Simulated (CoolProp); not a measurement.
Dodecamethylcyclohexasiloxane (D6) along the isotherm 620 K: Z from the reference equation and from simpler models built on Tc = 645.8 K, pc = 9.614 bar, ω = 0.736; each cubic takes its own stable root.

The numbers come from the reference Helmholtz-energy equation of state, Colonna 2008 in CoolProp. It is a short technical equation, of lower accuracy than the large ones.

```json
[
 {"p (bar)": "0.901", "phase": "gas", "reference": "0.9541", "van der Waals": "0.9685", "Soave-Redlich-Kwong": "0.9612", "Peng-Robinson": "0.9575"},
 {"p (bar)": "1.8", "phase": "gas", "reference": "0.9064", "van der Waals": "0.9351", "Soave-Redlich-Kwong": "0.9202", "Peng-Robinson": "0.9129"},
 {"p (bar)": "2.7", "phase": "gas", "reference": "0.8563", "van der Waals": "0.8995", "Soave-Redlich-Kwong": "0.8762", "Peng-Robinson": "0.8655"},
 {"p (bar)": "3.61", "phase": "gas", "reference": "0.8025", "van der Waals": "0.8605", "Soave-Redlich-Kwong": "0.8279", "Peng-Robinson": "0.8137"},
 {"p (bar)": "4.51", "phase": "gas", "reference": "0.7449", "van der Waals": "0.8183", "Soave-Redlich-Kwong": "0.7747", "Peng-Robinson": "0.7574"},
 {"p (bar)": "5.41", "phase": "gas", "reference": "0.6801", "van der Waals": "0.7710", "Soave-Redlich-Kwong": "0.7137", "Peng-Robinson": "0.6934"},
 {"p (bar)": "6.31", "phase": "gas", "reference": "0.6013", "van der Waals": "0.7160", "Soave-Redlich-Kwong": "0.6385", "Peng-Robinson": "0.6153"},
 {"p (bar)": "7.21", "phase": "liquid", "reference": "0.1242", "van der Waals": "0.6475", "Soave-Redlich-Kwong": "0.1431", "Peng-Robinson": "0.1272"},
 {"p (bar)": "8.11", "phase": "liquid", "reference": "0.1377", "van der Waals": "0.5414", "Soave-Redlich-Kwong": "0.1570", "Peng-Robinson": "0.1398"},
 {"p (bar)": "9.01", "phase": "liquid", "reference": "0.1512", "van der Waals": "0.2432", "Soave-Redlich-Kwong": "0.1709", "Peng-Robinson": "0.1522"},
 {"p (bar)": "9.91", "phase": "liquid", "reference": "0.1645", "van der Waals": "0.2571", "Soave-Redlich-Kwong": "0.1847", "Peng-Robinson": "0.1645"},
 {"p (bar)": "10.8", "phase": "liquid", "reference": "0.1775", "van der Waals": "0.2723", "Soave-Redlich-Kwong": "0.1982", "Peng-Robinson": "0.1766"},
 {"p (bar)": "11.7", "phase": "liquid", "reference": "0.1906", "van der Waals": "0.2883", "Soave-Redlich-Kwong": "0.2117", "Peng-Robinson": "0.1887"},
 {"p (bar)": "12.6", "phase": "liquid", "reference": "0.2036", "van der Waals": "0.3046", "Soave-Redlich-Kwong": "0.2251", "Peng-Robinson": "0.2007"},
 {"p (bar)": "13.5", "phase": "liquid", "reference": "0.2165", "van der Waals": "0.3210", "Soave-Redlich-Kwong": "0.2384", "Peng-Robinson": "0.2126"},
 {"p (bar)": "14.4", "phase": "liquid", "reference": "0.2292", "van der Waals": "0.3375", "Soave-Redlich-Kwong": "0.2516", "Peng-Robinson": "0.2244"}
]
```

At some of these states van der Waals gives the other phase, because its saturation line lies elsewhere.
